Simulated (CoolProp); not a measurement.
Computed with CoolProp (reference Helmholtz-energy equation of state, Thol 2015).

For octamethylcyclotetrasiloxane (D4), give the phase and the Z, speed of sound (m/s), Joule-Thomson coefficient (K/MPa) at 170.25 °C and 1.44 MPa; 234.35 °C and 1.44 MPa.


- 170.25 °C and 1.44 MPa: liquid; Z 0.149, speed of sound 499, Joule-Thomson coefficient -0.161
- 234.35 °C and 1.44 MPa: liquid; Z 0.148, speed of sound 333, Joule-Thomson coefficient 0.166
